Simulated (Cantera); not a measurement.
Cantera run:

```python
import numpy as np
import cantera as ct

gas_names = """
    C CO CO2 C2 C2O C3 C3O2 C4 C5 O O2 O3 Pb PbO Pb2
""".split()
cond_names = """
    C(gr) Pb(cr) Pb(L) PbO(rd) PbO(yw) PbO(L) PbO2(s) Pb3O4(s)
""".split()


# ... load() reads the species with a 1 bar reference pressure and builds the phases ...
atoms = {
    'PbO': {'Pb': 1, 'O': 1},
    'C': {'C': 1},
    'CO': {'C': 1, 'O': 1},
}
top_T = {'C(gr)': 4500, 'Pb3O4(s)': 820}  # K; cautious upper limits of use, not melting points


# ... equilibrate(T, P, feed) seeds the gas with the atoms and calls Mixture.equilibrate('TP', solver="vcs", rtol=1e-11, max_steps=5000) ...
results = []
feed = {'PbO': 1, 'C': 0.6, 'CO': 0.49}  # mol
P = 260  # Pa
for T in [1200, 1275, 1350, 1425, 1500, 1575, 1650, 1725, 1800, 1875]:
    mix = equilibrate(T, P, feed)
    results.append((T, P, feed, dict(zip(mix.species_names, mix.species_moles))))

top = {s: max(r[3][s] / sum(r[3][g] for g in gas_names) for r in results) for s in gas_names}
cols = sorted((s for s in top if top[s] > 1e-05), key=lambda s: -top[s])[:6]
seen = [c for c in cond_names if any(r[3].get(c, 0) > 1e-12 for r in results)]
print("log10 of partial pressures in bar; condensed amounts in mol")
print(f"{'T/K':>10s}" + "".join(f"{s[:9]:>10s}" for s in cols + seen))
for T, P, feed, n in results:
    ng = sum(n[g] for g in gas_names)
    print(f"{T:10.4g}" + "".join(f"{np.log10(max(n[s] / ng * P / 1e5, 1e-99)):10.3f}" for s in cols)
          + "".join(f"{n.get(c, 0):10.4g}" for c in seen))
```

Output:

```
log10 of partial pressures in bar; condensed amounts in mol
       T/K        Pb        CO       CO2       PbO       Pb2        O2     Pb(L)
      1200    -3.192    -2.907    -3.144    -7.782    -7.620   -15.990    0.6417
      1275    -2.905    -3.066    -3.303    -7.097    -7.203   -14.548         0
      1350    -2.905    -3.066    -3.303    -6.744    -7.342   -13.268         0
      1425    -2.905    -3.066    -3.303    -6.430    -7.466   -12.124         0
      1500    -2.905    -3.066    -3.304    -6.148    -7.579   -11.096         0
      1575    -2.906    -3.066    -3.304    -5.894    -7.681   -10.168         0
      1650    -2.906    -3.065    -3.305    -5.665    -7.775    -9.327         0
      1725    -2.906    -3.065    -3.306    -5.457    -7.862    -8.561         0
      1800    -2.907    -3.064    -3.308    -5.269    -7.942    -7.862         0
      1875    -2.908    -3.062    -3.310    -5.099    -8.018    -7.222         0
```

Method: chemical equilibrium by Gibbs-energy minimisation in Cantera with the NASA 1993 tables (ideal gas, pure condensed phases).
